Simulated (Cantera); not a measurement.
Ignition delay

Mixture: CH4 : O2 : N2 = 1 : 4.35 : 16.3 (molar parts), equivalence ratio 0.46, at 0.355 atm, adiabatic and at constant volume. Ignition delay is the time to a rise of 400 K.

Model: GRI-Mech 3.0 (53 species, 325 reactions), integrated in Cantera.

```csv
T0 (K),delay (ms)
1225,46.2
1325,12.2
1425,4.07
1525,1.68
1625,0.799
1725,0.421
1825,0.239
1925,0.144
2025,0.0911
```

```yaml
apparent activation energy between 1825 and 2025 K: 150 kJ/mol
```
